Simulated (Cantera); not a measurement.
Charge: 1 mol PbO, 1.8 mol H2, 43 mol N2, held at 625 K and 1.00 bar.

Method: chemical equilibrium by Gibbs-energy minimisation in Cantera with the NASA 1993 tables (ideal gas, pure condensed phases). Candidate condensed phases: H2O, Pb, PbO, PbO2, Pb3O4; 27 gas species. Kinetics and transport are ignored.

Base state: N2 0.960, H2O 0.0223, H2 0.0178, NH3 6.38e-5 (mole fractions); condensed: Pb(l).

What changes in the equilibrium state with this change: temperature from 625 K to 1323 K?


| species | before | after |
|---|---|---|
| N2 | 0.960 | 0.956 |
| H2O | 0.0223 | 0.0222 |
| H2 | 0.0178 | 0.0178 |
| Pb | <1e-9 | 0.00352 |
| NH3 | 6.38e-5 | 2.63e-7 |
| Pb(l), mol | 1.00 | 0.842 |

What changes in the equilibrium state with this change: temperature from 625 K to 1525 K?


| species | before | after |
|---|---|---|
| N2 | 0.960 | 0.939 |
| H2O | 0.0223 | 0.0218 |
| Pb | <1e-9 | 0.0218 |
| H2 | 0.0178 | 0.0175 |
| PbO | <1e-9 | 1.22e-5 |
| NH3 | 6.38e-5 | 1.29e-7 |
| Pb(l), mol | 1.00 | 0 |
